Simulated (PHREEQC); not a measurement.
0.2 g of hydrous ferric oxide (600 m²/g; 0.2 weak and 0.005 strong sites per Fe, Dzombak-Morel constants, diffuse double layer) in 1 kg of water with 0.05 mol/kgw of an inert sodium salt and 6e-06 mol NiCl2, 0.00013 mol ZnSO4 and 8.2e-07 mol MnCl2, at 25 °C; the pH is set by adding NaOH or the inert anion's acid. No oxygen is let in. CO2 from the air is kept out. Nothing may precipitate in this run.

The series has 13 steps of pH, from 4 to 12.

Computed with PHREEQC (ion-association model, wateq4f.dat).

**Question.** Near which pH is half of the Ni sorbed, and on which side is more sorbed?

**Answer.** Near pH 7.4, with more sorbed at higher pH.

**Question.** Near which pH is half of the S sorbed, and on which side is more sorbed?

**Answer.** Near pH 5.7, with more sorbed at lower pH.

**Question.** Near which pH is half of the Zn sorbed, and on which side is more sorbed?

**Answer.** Near pH 6.9, with more sorbed at higher pH.

Along this series the solution becomes supersaturated in solids that the run did not let form, among them Ni(OH)2.
